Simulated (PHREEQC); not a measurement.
**Ultrapure water in contact with air or piping: speciation**

Synthetic water in mg/L, 20 °C, pH 6.06, pe 0.8: Na 0.0266; K 0.0591; Ca 0.0324; Mg 0.0227; Cl 0.0564; S(6) as SO4 0.0338; Alkalinity as HCO3 0.233; Si as SiO2 0.000302; Li 7.51e-06.

Valence states are taken as typed.

The numbers come from PHREEQC with the ion-association model, phreeqc.dat.

Each row changes one thing in this solution. No solid was allowed to form.

| case | ionic strength (mol/kgw) | CO2 (mol/kgw) | HCO3- (mol/kgw) | CO3-2 (mol/kgw) | HSO4- (mol/kgw) | SI of Quartz (SiO2) |
|---|---|---|---|---|---|---|
| as made | 9.10e-6 | 9.79e-6 | 4.68e-6 | 2.29e-10 | 2.65e-11 | -4.24 |
| pH from 6.06 to 5.56 at the same alkalinity | 1.10e-5 | 4.35e-5 | 6.58e-6 | 1.02e-10 | 8.37e-11 | -4.24 |
| all concentrations times 2 at the same typed pH | 1.73e-5 | 1.78e-5 | 8.50e-6 | 4.17e-10 | 5.27e-11 | -3.94 |
| temperature from 20 to 60 °C at the same typed pH | 9.10e-6 | 7.75e-6 | 4.58e-6 | 3.82e-10 | 6.93e-11 | -4.78 |
| Mg from 0.0227 to 0.0114 mg/L | 8.17e-6 | 9.80e-6 | 4.68e-6 | 2.29e-10 | 2.65e-11 | -4.24 |

Complexes and solids missing from the database can't appear. Away from 25 °C the constants follow the database's enthalpies or fits; those with neither stay at their 25 °C values.
